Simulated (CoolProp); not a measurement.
Vapour-liquid equilibrium of acetone (1) + p-xylene (2) at 59.95 °C; x and y are mole fractions of (1).

The numbers come from the multi-fluid Helmholtz-energy mixture model, Lemmon 2006 and Zhou 2012; pair parameters Bell 2016 in CoolProp.

```json
[
 {"x": "0.05", "bubble pressure (bar)": "0.1802", "y at the bubble point": "0.634", "dew pressure at overall composition x (bar)": "0.07203", "liquid density (mol/L)": "7.941"},
 {"x": "0.15", "bubble pressure (bar)": "0.3562", "y at the bubble point": "0.828", "dew pressure at overall composition x (bar)": "0.08031", "liquid density (mol/L)": "8.279"},
 {"x": "0.25", "bubble pressure (bar)": "0.4883", "y at the bubble point": "0.884", "dew pressure at overall composition x (bar)": "0.09073", "liquid density (mol/L)": "8.645"},
 {"x": "0.35", "bubble pressure (bar)": "0.5930", "y at the bubble point": "0.912", "dew pressure at overall composition x (bar)": "0.1043", "liquid density (mol/L)": "9.042"},
 {"x": "0.45", "bubble pressure (bar)": "0.6818", "y at the bubble point": "0.931", "dew pressure at overall composition x (bar)": "0.1225", "liquid density (mol/L)": "9.476"},
 {"x": "0.55", "bubble pressure (bar)": "0.7625", "y at the bubble point": "0.945", "dew pressure at overall composition x (bar)": "0.1484", "liquid density (mol/L)": "9.951"},
 {"x": "0.65", "bubble pressure (bar)": "0.8410", "y at the bubble point": "0.957", "dew pressure at overall composition x (bar)": "0.1881", "liquid density (mol/L)": "10.47"},
 {"x": "0.75", "bubble pressure (bar)": "0.9218", "y at the bubble point": "0.969", "dew pressure at overall composition x (bar)": "0.2562", "liquid density (mol/L)": "11.05"},
 {"x": "0.85", "bubble pressure (bar)": "1.008", "y at the bubble point": "0.981", "dew pressure at overall composition x (bar)": "0.3985", "liquid density (mol/L)": "11.70"},
 {"x": "0.95", "bubble pressure (bar)": "1.103", "y at the bubble point": "0.993", "dew pressure at overall composition x (bar)": "0.7957", "liquid density (mol/L)": "12.42"}
]
```

No azeotrope shows between x = 0.05 and 0.95.

Pair parameters are fitted to limited data, so mixtures are less certain than the pure fluids. With so large a gap from Raoult's law the liquid may split in two, which this calculation doesn't test in full.
